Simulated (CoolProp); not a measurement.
The numbers come from the reference Helmholtz-energy equation of state, Lemmon 2003 in CoolProp. It is a pseudo-pure fit of the blend.

**Question.** For R407C, give the phase and the Z, cp (kJ/(kg K)), cv (kJ/(kg K)), speed of sound (m/s) at -43.85 °C and 6.47 MPa; 101.35 °C and 6.47 MPa; 163.55 °C and 6.47 MPa.

**Answer.** 
- -43.85 °C and 6.47 MPa: liquid; Z 0.210, cp 1.30, cv 0.840, speed of sound 842
- 101.35 °C and 6.47 MPa: supercritical; Z 0.305, cp 4.20, cv 1.10, speed of sound 140
- 163.55 °C and 6.47 MPa: supercritical; Z 0.735, cp 1.43, cv 1.03, speed of sound 178
